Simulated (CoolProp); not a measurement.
Vapour-liquid equilibrium of R143a (1) + R134a (2) at 0.747 bar; x and y are mole fractions of (1).

Model: multi-fluid Helmholtz-energy mixture model, Lemmon and Jacobsen 2000 and Tillner-Roth 1994; pair parameters Lemmon 2004, in CoolProp.

Question: Give the bubble temperature and the first vapour's composition at x = 0.75, 0.85, 0.95. Is there an azeotrope?

Answer: x = 0.75: 223.4 K, y = 0.896; x = 0.85: 221.8 K, y = 0.943; x = 0.95: 220.4 K, y = 0.982. No azeotrope shows between x = 0.05 and 0.95.

Pair parameters are fitted to limited data, so mixtures are less certain than the pure fluids.
